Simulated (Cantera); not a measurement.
A closed system holds: 1 mol SiC, 0.0087 mol Si, 0.16 mol N2, equilibrated at 2723.15 K and 1 atm.

Cantera equilibrium calculation (NASA polynomials, part measured and part estimated; ideal gas, pure solids and liquids). Candidate condensed phases: C, Si, SiC, Si3N4; 20 gas species. Mutual solubility and eutectic melting of coexisting phases are not modelled. The tables' values for SiN are old estimates; treat these amounts as uncertain. Kinetics and transport are ignored.

Base state: N2 0.968, Si 0.0216, Si2C 0.00522, SiN 0.00159, SiC2 0.00151, Si2N 0.00122, Si2 0.000780, CN 0.000214 (mole fractions); condensed: Si(l) + SiC(s).

Question: What changes in the equilibrium state with this change: 0.0011 mol NH3 added?

Answer: 
```json
[
 {"species": "N2", "before": "0.968", "after": "0.953"},
 {"species": "Si", "before": "0.0216", "after": "0.0216"},
 {"species": "H2", "before": "0", "after": "0.00547"},
 {"species": "H", "before": "0", "after": "0.00455"},
 {"species": "HCN", "before": "0", "after": "0.00330"},
 {"species": "HNC", "before": "0", "after": "0.000490"},
 {"species": "Si(l), mol", "before": "0.00358", "after": "0.00409"},
 {"species": "SiC(s), mol", "before": "0.999", "after": "0.998"}
]
```
Gases not in the tables: Si2H6 and higher silanes. Further candidate phases: C6H6, C7H8, C8H18.

Question: What changes in the equilibrium state with this change: pressure from 1 atm to 2.10 bar?

Answer: 
```
species        before     after
-----------  --------  --------
N2              0.968     0.984
Si             0.0216    0.0104
Si2C          0.00522   0.00252
SiC           1.08e-5   5.23e-6
Si2          0.000780  0.000376
Si(l), mol    0.00358   0.00614
SiC(s), mol     0.999     0.999
```

Question: What changes in the equilibrium state with this change: pressure from 1 atm to 1.20e-5 bar?

Answer: 
```
species        before     after
-----------  --------  --------
Si             0.0216     0.579
C             1.06e-6     0.111
C3            6.85e-7     0.110
N2              0.968    0.0900
C2            1.70e-7    0.0221
CN           0.000214    0.0235
SiC2          0.00151    0.0624
C5              <1e-9  0.000186
Si3          0.000124     <1e-9
Si(l), mol    0.00358         0
SiC(s), mol     0.999         0
```
